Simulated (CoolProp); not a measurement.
R404A at 440.75 K and 1.01 MPa is throttled through a valve to 0.553 MPa with no heat exchange. Each further row changes one setting.

Model: reference Helmholtz-energy equation of state, Lemmon 2003, in CoolProp. It is a pseudo-pure fit of the blend.

```
case                       temperature change (K)  final density (kg/m³)
-------------------------  ----------------------  ---------------------
as stated                                    -2.5                   15.2
outlet pressure 0.166 MPa                    -4.6                   4.50
outlet pressure 0.719 MPa                    -1.6                   19.8
```
